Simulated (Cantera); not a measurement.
Cantera run:

```python
import numpy as np
import cantera as ct

gas_names = """
    N NO NO2 NO3 N2 N2O O O2 O3 Pb PbO Pb2
""".split()
cond_names = """
    Pb(cr) Pb(L) PbO(rd) PbO(yw) PbO(L) PbO2(s) Pb3O4(s)
""".split()


def load(file, names, dense=False):
    # The tables refer to 1 bar. Condensed volumes are neglected.
    table = {s.name: s for s in ct.Species.list_from_file(file)}
    out = []
    for n in names:
        d = dict(table[n].input_data)
        d["thermo"] = dict(d["thermo"], **{"reference-pressure": 1e5})
        if dense:
            d["equation-of-state"] = {"model": "constant-volume", "density": "1e6 g/cm^3"}
        out.append(ct.Species.from_dict(d))
    return out


gas = ct.Solution(thermo="ideal-gas", species=load("nasa_gas.yaml", gas_names))
cond = {s.name: ct.Solution(thermo="fixed-stoichiometry", species=[s], name=s.name)
        for s in load("nasa_condensed.yaml", cond_names, dense=True)}
atoms = {
    'PbO': {'Pb': 1, 'O': 1},
    'O2': {'O': 2},
    'N2': {'N': 2},
}
top_T = {'Pb3O4(s)': 820}  # K; cautious upper limits of use, not melting points


def equilibrate(T, P, feed):
    n = {}
    for name, mol in feed.items():
        for a, k in atoms[name].items():
            n[a] = n.get(a, 0.0) + k * mol
    gas.TPX = T, P, n
    mass = sum(n.values()) * gas.mean_molecular_weight
    gas.equilibrate("TP")
    valid = [c for c in cond.values() if c.min_temp <= T <= top_T.get(c.name, c.max_temp)]
    mix = ct.Mixture([(gas, mass / gas.mean_molecular_weight)] + [(c, 0.0) for c in valid])
    mix.T, mix.P = T, P
    mix.equilibrate("TP", solver="vcs", rtol=1e-11, max_steps=5000)
    return mix


results = []
feed = {'PbO': 1, 'O2': 0.038, 'N2': 0.1}  # mol
T = 1623  # K
for P in [10, 68, 460, 3200, 22000, 150000, 1000000]:
    mix = equilibrate(T, P, feed)
    results.append((T, P, feed, dict(zip(mix.species_names, mix.species_moles))))

top = {s: max(r[3][s] / sum(r[3][g] for g in gas_names) for r in results) for s in gas_names}
cols = sorted((s for s in top if top[s] > 1e-05), key=lambda s: -top[s])[:7]
seen = [c for c in cond_names if any(r[3].get(c, 0) > 1e-12 for r in results)]
print("log10 of partial pressures in bar; condensed amounts in mol")
print(f"{'P/Pa':>10s}" + "".join(f"{s[:9]:>10s}" for s in cols + seen))
for T, P, feed, n in results:
    ng = sum(n[g] for g in gas_names)
    print(f"{P:10.4g}" + "".join(f"{np.log10(max(n[s] / ng * P / 1e5, 1e-99)):10.3f}" for s in cols)
          + "".join(f"{n.get(c, 0):10.4g}" for c in seen))
```

Output:

```
log10 of partial pressures in bar; condensed amounts in mol
      P/Pa        N2       PbO        Pb        O2        NO         O       NO2    PbO(L)
        10    -5.172    -4.664    -4.338    -4.594    -7.163    -7.018   -11.541         0
        68    -4.308    -3.589    -3.627    -3.865    -6.367    -6.653   -10.380         0
       460    -3.448    -2.597    -2.978    -3.180    -5.594    -6.311    -9.265         0
      3200    -2.582    -1.657    -2.374    -2.508    -4.825    -5.975    -8.160         0
   2.2e+04    -0.885    -1.430    -2.752    -1.299    -3.372    -5.370    -6.102    0.9702
   1.5e+05     0.024    -1.430    -3.203    -0.397    -2.466    -4.919    -4.745    0.9964
     1e+06     0.858    -1.430    -3.620     0.436    -1.633    -4.503    -3.496    0.9995
```

Equilibrium computed with Cantera from the NASA thermochemical tables; the gas is ideal and each condensed phase is pure. Gases not in the tables: (PbO)n polymers.
